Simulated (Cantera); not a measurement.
An adiabatic, constant-volume homogeneous reactor starts with 10.4 % CH4, 0.321 % C2H6, 0.435 % C3H8, 18.5 % O2, 69.6 % N2, 0.850 % H2, equivalence ratio 1.3, at 1525 K and 5.00 bar.

Cantera simulation using GRI-Mech 3.0 (53 species, 325 reactions); the numbers are that mechanism's predictions, not measurements. Above 3000 K some thermodynamic fits are extrapolated.

Q: Predict: time of steepest temperature rise; temperature at 2.00 s; equilibrium temperature; x(H2O2) at 2.00 s; x(N2O) at 2.00 s.

A: 
- time of steepest temperature rise: 66.3 µs
- temperature at 2.00 s: 3094 K
- equilibrium temperature: 3094 K
- x(H2O2) at 2.00 s: 6.33e-7 (gas-phase equilibrium 6.33e-7)
- x(N2O) at 2.00 s: 1.07e-6 (gas-phase equilibrium 1.07e-6)
